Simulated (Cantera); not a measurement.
## Catalytic combustion on Pt

An isothermal plug-flow reactor at 725 K and 3.40 bar (inlet), inlet velocity 1 m/s, active area per volume 1000 1/m; feed 0.243 % H2, 10.5 % O2, 83.3 % N2, 5.91 % H2O.

Computed with Cantera and Deutschmann's 1995 Pt surface mechanism with GRI-Mech 3.0 gas chemistry. Catalytic surfaces can have several steady states; this one follows from the mechanism file's or the stated starting coverage. Mass transfer to the wall is taken as infinitely fast.

```csv
z (m),x H2,x O2,x H2O,θ free Pt,θ O*,θ OH*
0.00014,0.00203,0.105,0.0595,0.0360,0.950,0.0139
0.00025,0.00180,0.105,0.0597,0.0321,0.955,0.0131
0.00045,0.00149,0.105,0.0600,0.0270,0.961,0.0121
0.0008,0.00113,0.105,0.0604,0.0213,0.968,0.0108
0.0014,0.000792,0.105,0.0607,0.0160,0.975,0.00942
0.0025,0.000488,0.105,0.0611,0.0117,0.980,0.00810
0.0045,0.000254,0.104,0.0613,0.00887,0.984,0.00706
0.008,0.000103,0.104,0.0614,0.00732,0.986,0.00643
0.014,2.69e-5,0.104,0.0615,0.00663,0.987,0.00612
```
x: gas mole fraction; θ: surface coverage.
